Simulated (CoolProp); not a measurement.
C3F8 (R218) along the isotherm 224.9 K: fugacity coefficient from the reference equation and from simpler models built on Tc = 345.0 K, pc = 2.640 MPa, ω = 0.317; each cubic takes its own stable root.

The numbers come from the reference Helmholtz-energy equation of state, Lemmon 2006 in CoolProp. It is a short technical equation, of lower accuracy than the large ones.

```csv
p (MPa),phase,reference
0.088,liquid,0.6423
0.176,liquid,0.3229
0.264,liquid,0.2164
0.352,liquid,0.1632
0.44,liquid,0.1312
0.528,liquid,0.1099
0.616,liquid,0.09474
0.704,liquid,0.08334
0.792,liquid,0.07448
0.88,liquid,0.06739
0.968,liquid,0.06159
1.06,liquid,0.05656
1.14,liquid,0.05285
1.23,liquid,0.04925
1.32,liquid,0.04614
```

**Question.** How far does each simpler model (van der Waals, Redlich-Kwong, Soave-Redlich-Kwong, Peng-Robinson) lie from the reference over these 15 states: mean and median of the absolute difference, and the worst?

**Answer.** 
- van der Waals: mean 415.7 %, median 470.7 %, worst +483.7 % at 224.9 K and 1.32 MPa
- Redlich-Kwong: mean 102.5 %, median 106.3 %, worst +107.0 % at 224.9 K and 1.32 MPa
- Soave-Redlich-Kwong: mean 0.4 %, median 0.4 %, worst +0.6 % at 224.9 K and 1.32 MPa
- Peng-Robinson: mean 0.6 %, median 0.6 %, worst +0.8 % at 224.9 K and 0.088 MPa

At some of these states van der Waals, Redlich-Kwong gives the other phase, because its saturation line lies elsewhere.
